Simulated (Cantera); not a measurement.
Charge: 1 mol Ni, 0.16 mol NH3, 3.2 mol H2, held at 1.40 bar.

These are equilibrium values from Cantera (NASA tables, ideal gas, pure condensed phases), not measurements of a reactor. Candidate condensed phases: Ni; 10 gas species. Equilibrium is a limit: real reactors are often held back by kinetics, nucleation or transport.

Problem. Which condensed phases are stable at each of these points (T (°C)): 1150, 1200, 1250, 1300, 1350, 1400, 1450, 1500, 1550, 1600, 1650?

Solution. 
| T (°C) | condensed phases | Ni condensed (%) |
|---|---|---|
| 1150 | Ni(s) | 100.0 |
| 1200 | Ni(s) | 100.0 |
| 1250 | Ni(s) | 100.0 |
| 1300 | Ni(s) | 100.0 |
| 1350 | Ni(s) | 100.0 |
| 1400 | Ni(s) | 100.0 |
| 1450 | Ni(s) | 100.0 |
| 1500 | Ni(l) | 100.0 |
| 1550 | Ni(l) | 100.0 |
| 1600 | Ni(l) | 100.0 |
| 1650 | Ni(l) | 100.0 |

From 1150 °C to 1450 °C the condensed part is Ni(s). From 1500 °C to 1650 °C the condensed part is Ni(l).
